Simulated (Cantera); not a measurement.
Feed: 1 mol SiO2, 3.8 mol SiCl4, 0.8 mol O2, held at 73.0 Pa.

Equilibrium computed with Cantera from the NASA thermochemical tables; the gas is ideal and each condensed phase is pure. Candidate condensed phases: Si, SiO2; 15 gas species. The tables hold silica as quartz up to 1696 K and as liquid above; real silica turns to tridymite and cristobalite and melts near 1996 K. The numbers say what is thermodynamically allowed, not how fast it happens.

Question: Which condensed phases are stable at each of these points (T (K)): 650, 750, 850, 950, 1050, 1150, 1250?

Answer: 
```tsv
T (K)	condensed phases	Si condensed (%)
650	SiO2(α-quartz)	37.5
750	SiO2(α-quartz)	37.5
850	SiO2(β-quartz)	37.5
950	SiO2(β-quartz)	37.5
1050	SiO2(β-quartz)	37.5
1150	SiO2(β-quartz)	37.5
1250	SiO2(β-quartz)	37.5
```

From 650 K to 750 K the condensed part is SiO2(α-quartz). From 850 K to 1250 K the condensed part is SiO2(β-quartz).
